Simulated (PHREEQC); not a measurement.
## Phosphoric acid bath: an equilibrium model

A solution holds 0.11 mol/kgw H3PO4, 0.015 mol/kgw H2SO4 and 0.00057 mol/kgw H4SiO4, at 20 °C. Closed to the air; pH follows from the charge balance.

Equilibrium calculation in PHREEQC: ion-association model, wateq4f.dat.

Each row changes one thing in this solution. This is a speciation only: nothing precipitates in the calculation.

```tsv
case	pH	ionic strength (mol/kgw)	HSO4- (mol/kgw)	SO4-2 (mol/kgw)	SI of Chalcedony (SiO2)
as made	1.45	0.0473	0.00963	0.00537	+0.37
diluted 100-fold with water	2.92	0.00137	1.26e-5	0.000137	-1.63
H3PO4 left out	1.71	0.0295	?	0.00726	+0.37
temperature from 20 to 45 °C	1.49	0.0414	0.0111	0.00388	+0.10
H4SiO4 from 0.00057 to 0.000627 mol/kgw	1.45	0.0473	0.00963	0.00537	+0.41
H2SO4 from 0.015 to 0.15 mol/kgw	0.84	0.207	0.125	0.0247	+0.39
H2SO4 replaced by Fe2(SO4)3 at the same molality	1.61	?	?	0.0229	+0.38
H3PO4 from 0.11 to 0.011 mol/kgw	1.66	0.0319	?	0.00689	+0.37
H4SiO4 from 0.00057 to 5.7e-05 mol/kgw	1.45	0.0473	0.00963	0.00537	?
```

Q: Complete the blanks.

A: 
- H3PO4 left out, HSO4- (mol/kgw): 0.00774
- H2SO4 replaced by Fe2(SO4)3 at the same molality, ionic strength (mol/kgw): 0.143
- H2SO4 replaced by Fe2(SO4)3 at the same molality, HSO4- (mol/kgw): 0.0218
- H3PO4 from 0.11 to 0.011 mol/kgw, HSO4- (mol/kgw): 0.00811
- H4SiO4 from 0.00057 to 5.7e-05 mol/kgw, SI of Chalcedony (SiO2): -0.63

Some of these states are supersaturated (in Quartz (slow to form), Chalcedony (slow to form), Strengite, for instance). H3PO4, which wateq4f.dat lacks, is added to it with the constant of phreeqc.dat. Away from 25 °C the constants follow the database's enthalpies or fits; those with neither stay at their 25 °C values.
